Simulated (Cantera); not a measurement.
A Cantera script and what it prints.

```python
import numpy as np
import cantera as ct

gas_names = """
    H HO2 H2 H2O H2O2 O OH O2 O3 Si SiH SiH2 SiH3 SiH4 SiO SiO2 Si2 Si3
""".split()
cond_names = """
    H2O(s) H2O(L) Si(cr) Si(L) SiO2(Lqz) SiO2(hqz) SiO2(L)
""".split()


# ... load() reads the species with a 1 bar reference pressure and builds the phases ...
atoms = {
    'SiH4': {'Si': 1, 'H': 4},
    'H2O': {'H': 2, 'O': 1},
    'H2': {'H': 2},
}
top_T = {}  # K; cautious upper limits of use, not melting points


# ... equilibrate(T, P, feed) seeds the gas with the atoms and calls Mixture.equilibrate('TP', solver="vcs", rtol=1e-11, max_steps=5000) ...
results = []
T = 1898.15  # K
P = 13332.2  # Pa
for m in [0.43, 0.59, 0.81, 1.1, 1.5, 2, 2.8, 3.8, 5.2, 7.1, 9.6, 13, 18]:
    feed = {'SiH4': 1, 'H2O': m, 'H2': 2}  # mol
    mix = equilibrate(T, P, feed)
    results.append((T, P, feed, dict(zip(mix.species_names, mix.species_moles))))

top = {s: max(r[3][s] / sum(r[3][g] for g in gas_names) for r in results) for s in gas_names}
cols = sorted((s for s in top if top[s] > 0.001), key=lambda s: -top[s])[:7]
seen = [c for c in cond_names if any(r[3].get(c, 0) > 1e-12 for r in results)]
print("log10 of partial pressures in bar; condensed amounts in mol")
print(f"{'n(H2O)':>10s}" + "".join(f"{s[:9]:>10s}" for s in cols + seen))
for T, P, feed, n in results:
    ng = sum(n[g] for g in gas_names)
    print(f"{feed['H2O']:10.4g}" + "".join(f"{np.log10(max(n[s] / ng * P / 1e5, 1e-99)):10.3f}" for s in cols)
          + "".join(f"{n.get(c, 0):10.4g}" for c in seen))
```

It prints:

```
log10 of partial pressures in bar; condensed amounts in mol
    n(H2O)        H2       H2O       SiO         H     Si(L)   SiO2(L)
      0.43    -0.916    -5.885    -1.929    -3.565    0.5692         0
      0.59    -0.929    -5.787    -1.819    -3.571    0.4092         0
      0.81    -0.944    -5.700    -1.717    -3.578    0.1891         0
       1.1    -0.947    -4.122    -1.698    -3.580         0   0.09662
       1.5    -0.915    -3.838    -1.950    -3.564         0    0.4935
         2    -0.885    -2.879    -2.879    -3.549         0    0.9398
       2.8    -0.931    -1.803    -4.001    -3.572         0    0.9949
       3.8    -0.990    -1.512    -4.351    -3.602         0    0.9974
       5.2    -1.062    -1.334    -4.600    -3.637         0    0.9983
       7.1    -1.143    -1.213    -4.803    -3.678         0    0.9987
       9.6    -1.232    -1.128    -4.976    -3.722         0    0.9989
        13    -1.328    -1.065    -5.136    -3.771         0    0.9991
        18    -1.440    -1.014    -5.299    -3.827         0    0.9992
```

Cantera equilibrium calculation (NASA polynomials, part measured and part estimated; ideal gas, pure solids and liquids). The tables hold silica as quartz up to 1696 K and as liquid above; real silica turns to tridymite and cristobalite and melts near 1996 K. Gases not in the tables: Si(OH)4, Si2H6 and higher silanes.
